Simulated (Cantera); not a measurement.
## Thermodynamics of silicon nitride deposition, feed SiH4 + N2 + NH3

Charge: 1 mol SiH4, 0.4 mol N2, 0.84 mol NH3.

Cantera equilibrium calculation (NASA polynomials, part measured and part estimated; ideal gas, pure solids and liquids). Candidate condensed phases: Si, Si3N4; 18 gas species. Mutual solubility and eutectic melting of coexisting phases are not modelled. Kinetics and transport are ignored.

Stable condensed phases:

```
T in K \ P in Pa
              5     17     59    210    710   2400   8400  29000 100000
   1950       A      B      B      B      B      B      B      B      C
   1875       B      B      B      B      B      B      B      C      D
   1800       B      B      B      B      B      B      C      D      D
   1725       B      B      B      B      B      C      D      D      D
   1650       B      B      B      B      C      D      D      D      D
   1575       B      B      B      C      D      D      D      D      D
   1500       B      B      C      D      D      D      D      D      D
   1425       C      C      D      D      D      D      D      D      D
   1350       D      D      D      D      D      D      D      D      D
   1275       D      D      D      D      D      D      D      D      D
   1200       D      D      D      D      D      D      D      D      D
   1125       D      D      D      D      D      D      D      D      D
   1050       D      D      D      D      D      D      D      D      D
```

A: gas only; B: Si; C: Si + Si3N4; D: Si3N4.
